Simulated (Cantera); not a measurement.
A closed system holds: 1 mol Fe3O4, 0.5 mol C, 0.022 mol CO, at 1000 Pa.

Method: chemical equilibrium by Gibbs-energy minimisation in Cantera with the NASA 1993 tables (ideal gas, pure condensed phases). Candidate condensed phases: C, Fe, Fe(CO)5, FeO, Fe2O3, Fe3O4; 15 gas species. The tables' stoichiometric FeO is somewhat more stable than real wüstite, so its field is too wide. FeO: taken at fixed stoichiometry. Kinetics and transport are ignored. All values below are at 2148 K.

Base state: CO2 0.793, CO 0.145, O2 0.0521, O 0.00440, Fe 0.00292, FeO 0.00226 (mole fractions); condensed: FeO(l).

Question: What changes in the equilibrium state with this change: pressure from 1000 Pa to 140000 Pa?

Answer: 
```
species       before     after
-----------  -------  --------
CO2            0.793     0.945
CO             0.145    0.0507
O2            0.0521   0.00432
FeO          0.00226   1.61e-5
Fe           0.00292   6.11e-6
O            0.00440  0.000107
FeO(l), mol     3.00      3.00
```

Question: What changes in the equilibrium state with this change: 0.58 mol CH4 added?

Answer: 
```tsv
species	before	after
CO	0.145	0.363
H2	0	0.275
Fe	0.00292	0.170
CO2	0.793	0.0340
H2O	0	0.132
H	0	0.0219
O2	0.0521	1.53e-5
OH	0	0.00135
Fe(OH)2	0	9.60e-5
FeO(l), mol	3.00	2.45
Fe(l), mol	0	0.0715
```
Each liquid is taken as pure. Mutual solubility and eutectic melting of coexisting phases are not modelled. Further candidate phases: C6H6, C7H8, C8H18, Fe(OH)2, Fe(OH)3, H2O.
